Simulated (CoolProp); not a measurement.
Vapour-liquid equilibrium of R134a (1) + R227EA (2) at -29.85 °C; x and y are mole fractions of (1).

Model: multi-fluid Helmholtz-energy mixture model, Tillner-Roth 1994 and Lemmon 2016; pair parameters Bell 2016, in CoolProp.

Question: Give the bubble pressure and the first vapour's composition at x = 0.35, 0.65, 0.95. Is there an azeotrope?

Answer: x = 0.35: 0.06840 MPa, y = 0.469; x = 0.65: 0.07738 MPa, y = 0.731; x = 0.95: 0.08408 MPa, y = 0.960. No azeotrope shows between x = 0.05 and 0.95.

Pair parameters are fitted to limited data, so mixtures are less certain than the pure fluids.
